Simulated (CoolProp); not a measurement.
Saturation properties of fluorine (Tc = -128.7 °C, pc = 5.240 MPa, ω = 0.045).

Model: reference Helmholtz-energy equation of state, de Reuck 1990, in CoolProp.

```tsv
T (°C)	p (MPa)	liquid density (kg/m³)	vapour density (kg/m³)	enthalpy of vaporisation (kJ/kg)
-169.65	0.5617	1361	27.84	153.9
-167.45	0.6605	1343	32.50	151.0
-165.15	0.7766	1323	37.99	147.8
-162.95	0.9010	1303	43.90	144.5
-160.75	1.039	1283	[?]	141.1
-158.45	1.199	[?]	58.31	137.3
-156.25	[?]	1240	66.66	133.5
-153.95	1.562	1216	76.47	[?]
-151.75	1.766	1192	87.03	[?]
-149.55	1.988	1167	98.94	120.3
-147.25	2.240	1139	113.1	[?]
-145.05	2.503	1111	128.5	109.5
-142.75	2.801	[?]	147.2	103.2
```

What belongs in the gaps?


- -160.75, vapour density (kg/m³): 50.53
- -158.45, liquid density (kg/m³): 1261
- -156.25, p (MPa): 1.368
- -153.95, enthalpy of vaporisation (kJ/kg): 129.3
- -151.75, enthalpy of vaporisation (kJ/kg): 124.9
- -147.25, enthalpy of vaporisation (kJ/kg): 115.0
- -142.75, liquid density (kg/m³): 1079

It boils at -188.1 °C under 1 atm.
